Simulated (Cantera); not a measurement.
Charge: 1 mol MgCO3, 2.5 mol SO3, 0.89 mol O2, 0.2 mol H2S, held at 10.0 mbar.

These are equilibrium values from Cantera (NASA tables, ideal gas, pure condensed phases), not measurements of a reactor. Candidate condensed phases: C, C6H6, C7H8, C8H18, H2O, H2SO4, Mg, MgCO3, MgO, Mg(OH)2, MgS, MgSO4, S; 130 gas species. Equilibrium is a limit: real reactors are often held back by kinetics, nucleation or transport.

Task: At 1475 K, list the 4 most abundant gas species with their mole fractions, and the condensed phases.

Result: SO2 0.469, O2 0.320, CO2 0.174, H2O 0.0348. Condensed: MgO(s).
